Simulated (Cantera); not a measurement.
What does this Cantera script print?

```python
import numpy as np
import cantera as ct

gas_names = """
    Cr CrN CrO CrO2 CrO3 N NO NO2 NO3 N2 N2O O O2 O3
""".split()
cond_names = """
    Cr(cr) Cr(L) CrN(s) Cr2N(s) Cr2O3(s) Cr2O3(L)
""".split()


def load(file, names, dense=False):
    # The tables refer to 1 bar. Condensed volumes are neglected.
    table = {s.name: s for s in ct.Species.list_from_file(file)}
    out = []
    for n in names:
        d = dict(table[n].input_data)
        d["thermo"] = dict(d["thermo"], **{"reference-pressure": 1e5})
        if dense:
            d["equation-of-state"] = {"model": "constant-volume", "density": "1e6 g/cm^3"}
        out.append(ct.Species.from_dict(d))
    return out


gas = ct.Solution(thermo="ideal-gas", species=load("nasa_gas.yaml", gas_names))
cond = {s.name: ct.Solution(thermo="fixed-stoichiometry", species=[s], name=s.name)
        for s in load("nasa_condensed.yaml", cond_names, dense=True)}
atoms = {
    'Cr': {'Cr': 1},
    'O2': {'O': 2},
    'N2': {'N': 2},
}
top_T = {'CrN(s)': 1900, 'Cr2N(s)': 1900}  # K; cautious upper limits of use, not melting points


def equilibrate(T, P, feed):
    n = {}
    for name, mol in feed.items():
        for a, k in atoms[name].items():
            n[a] = n.get(a, 0.0) + k * mol
    gas.TPX = T, P, n
    mass = sum(n.values()) * gas.mean_molecular_weight
    gas.equilibrate("TP")
    valid = [c for c in cond.values() if c.min_temp <= T <= top_T.get(c.name, c.max_temp)]
    mix = ct.Mixture([(gas, mass / gas.mean_molecular_weight)] + [(c, 0.0) for c in valid])
    mix.T, mix.P = T, P
    mix.equilibrate("TP", solver="vcs", rtol=1e-11, max_steps=5000)
    return mix


results = []
feed = {'Cr': 1, 'O2': 0.07, 'N2': 2.3}  # mol
T = 2723.15  # K
for P in [0.1, 1, 10, 100, 1000, 10000, 100000, 1000000]:
    mix = equilibrate(T, P, feed)
    results.append((T, P, feed, dict(zip(mix.species_names, mix.species_moles))))

top = {s: max(r[3][s] / sum(r[3][g] for g in gas_names) for r in results) for s in gas_names}
cols = sorted((s for s in top if top[s] > 1e-05), key=lambda s: -top[s])[:9]
seen = [c for c in cond_names if any(r[3].get(c, 0) > 1e-12 for r in results)]
print("log10 of partial pressures in bar; condensed amounts in mol")
print(f"{'P/Pa':>10s}" + "".join(f"{s[:9]:>10s}" for s in cols + seen))
for T, P, feed, n in results:
    ng = sum(n[g] for g in gas_names)
    print(f"{P:10.4g}" + "".join(f"{np.log10(max(n[s] / ng * P / 1e5, 1e-99)):10.3f}" for s in cols)
          + "".join(f"{n.get(c, 0):10.4g}" for c in seen))
```

It prints:

```
log10 of partial pressures in bar; condensed amounts in mol
      P/Pa        N2        Cr         O       CrO         N      CrO2        NO        O2       CrN     Cr(L)  Cr2O3(L)
       0.1    -6.176    -6.537    -7.392   -10.656    -8.798   -15.370   -10.171   -11.983   -13.908         0         0
         1    -5.175    -5.537    -6.395    -8.660    -8.297   -12.377    -8.674    -9.990   -12.408         0         0
        10    -4.174    -4.539    -5.421    -6.688    -7.797    -9.431    -7.200    -8.042   -10.909         0         0
       100    -3.169    -3.551    -4.595    -4.873    -7.294    -6.790    -5.871    -6.389    -9.418         0         0
      1000    -2.160    -2.572    -4.193    -3.493    -6.790    -5.008    -4.965    -5.585    -7.936         0         0
     1e+04    -1.157    -1.580    -4.109    -2.417    -6.288    -3.848    -4.379    -5.418    -6.442         0         0
     1e+05    -0.157    -0.581    -4.098    -1.407    -5.788    -2.826    -3.867    -5.395    -4.943         0         0
     1e+06     0.984    -0.504    -4.119    -1.351    -5.218    -2.792    -3.318    -5.438    -4.295    0.8286   0.04282
```

Equilibrium computed with Cantera from the NASA thermochemical tables; the gas is ideal and each condensed phase is pure. Each liquid is taken as pure. Mutual solubility and eutectic melting of coexisting phases are not modelled.
